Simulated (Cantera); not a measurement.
**Reactions in the system Ba-H-N-O**

Source: NASA polynomial tables (part measured, part estimated), evaluated in Cantera. Values are per mole of reaction as written; species without (g) are pure solids or liquids, kept so even where they would boil at 1 bar.

2 Ba(OH)2 + NO2(g) ⇌ 2 BaO + 2 H2O2(g) + N(g)

```json
[
 {"T (K)": "300", "ΔH° (kJ)": "962.2", "ΔS° (J/K)": "311.8", "ΔG° (kJ)": "868.6", "log10 K": "-151.24", "condensed phases": "Ba(OH)2(s), BaO(s)"},
 {"T (K)": "1448", "ΔH° (kJ)": "852.1", "ΔS° (J/K)": "162.7", "ΔG° (kJ)": "616.6", "log10 K": "-22.24", "condensed phases": "Ba(OH)2(l), BaO(s)"},
 {"T (K)": "1498", "ΔH° (kJ)": "849.2", "ΔS° (J/K)": "160.7", "ΔG° (kJ)": "608.5", "log10 K": "-21.22", "condensed phases": "Ba(OH)2(l), BaO(s)"},
 {"T (K)": "1548", "ΔH° (kJ)": "846.4", "ΔS° (J/K)": "158.8", "ΔG° (kJ)": "600.5", "log10 K": "-20.26", "condensed phases": "Ba(OH)2(l), BaO(s)"},
 {"T (K)": "1598", "ΔH° (kJ)": "843.7", "ΔS° (J/K)": "157.1", "ΔG° (kJ)": "592.6", "log10 K": "-19.37", "condensed phases": "Ba(OH)2(l), BaO(s)"},
 {"T (K)": "1648", "ΔH° (kJ)": "841.0", "ΔS° (J/K)": "155.5", "ΔG° (kJ)": "584.8", "log10 K": "-18.54", "condensed phases": "Ba(OH)2(l), BaO(s)"},
 {"T (K)": "1698", "ΔH° (kJ)": "838.4", "ΔS° (J/K)": "153.9", "ΔG° (kJ)": "577.1", "log10 K": "-17.75", "condensed phases": "Ba(OH)2(l), BaO(s)"}
]
```

Ba + H2O(g) ⇌ H2(g) + BaO

```csv
T (K),ΔH° (kJ),ΔS° (J/K),ΔG° (kJ),log10 K,condensed phases
300,-306.3,-48.3,-291.8,50.80,"Ba(s), BaO(s)"
1448,-303.3,-38.9,-247.0,8.91,"Ba(l), BaO(s)"
1498,-303.0,-38.7,-245.1,8.55,"Ba(l), BaO(s)"
1548,-302.7,-38.5,-243.2,8.20,"Ba(l), BaO(s)"
1598,-302.4,-38.3,-241.2,7.89,"Ba(l), BaO(s)"
1648,-302.1,-38.1,-239.3,7.59,"Ba(l), BaO(s)"
1698,-301.8,-37.9,-237.4,7.30,"Ba(l), BaO(s)"
```
